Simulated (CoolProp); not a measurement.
A Linde-Hampson liquefier for ethane: isothermal reversible compression at 320 K from 1 atm to 40 MPa, throttling to 1 atm, return gas leaving the recuperator 10 K below the feed. Each further row changes one setting.

The numbers come from the reference Helmholtz-energy equation of state, Bücker 2006 in CoolProp.

```
case                        liquid yield per pass  compression work (kJ/kg of gas)
--------------------------  ---------------------  -------------------------------
as stated                                       ?                              414
high pressure 80 MPa                            ?                                ?
warm-end temperature 350 K                      ?                              482
warm-end gap 15 K                           0.439                              414
```

**Question.** Complete the blanks.

**Answer.** 
- as stated, liquid yield per pass: 0.446
- high pressure 80 MPa, liquid yield per pass: 0.395
- high pressure 80 MPa, compression work (kJ/kg of gas): 499
- warm-end temperature 350 K, liquid yield per pass: 0.376
